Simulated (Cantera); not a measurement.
Input: 1 mol SiHCl3, 20 mol NH3, held at 10.0 Torr.

These are equilibrium values from Cantera (NASA tables, ideal gas, pure condensed phases), not measurements of a reactor. Candidate condensed phases: NH4Cl, Si, Si3N4; 28 gas species. The tables' values for SiCl, SiCl3 are old estimates; treat these amounts as uncertain. Gases not in the tables: Si2H6 and higher silanes. Kinetics and transport are ignored. All values below are at 1798 K.

Base state: H2 0.699, N2 0.238, HCl 0.0493, SiCl2 0.0108, H 0.00255, Si 0.000231, SiCl 0.000138, Cl 0.000138 (mole fractions); condensed: Si(l).

What changes in the equilibrium state with this change: SiHCl3 replaced by SiH2Cl2?


| species | before | after |
|---|---|---|
| H2 | 0.699 | 0.718 |
| N2 | 0.238 | 0.238 |
| HCl | 0.0493 | 0.0361 |
| SiCl2 | 0.0108 | 0.00562 |
| SiCl3 | 3.75e-5 | 1.41e-5 |
| Cl | 0.000138 | 9.94e-5 |
| SiCl | 0.000138 | 9.96e-5 |
| SiH2 | 2.06e-5 | 2.12e-5 |
| SiH | 2.56e-5 | 2.60e-5 |
| Si(l), mol | 0.526 | 0.746 |
